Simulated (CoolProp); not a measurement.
Carbon dioxide at 455.73 K and 2.68 MPa is throttled through a valve to 0.899 MPa with no heat exchange. Each further row changes one setting.

Computed with CoolProp (reference Helmholtz-energy equation of state, Span 1996).

```csv
case,temperature change (K),final density (kg/m³)
as stated,-7.0,10.7
outlet pressure 0.27 MPa,-9.5,3.21
outlet pressure 1.17 MPa,-5.9,14.0
```
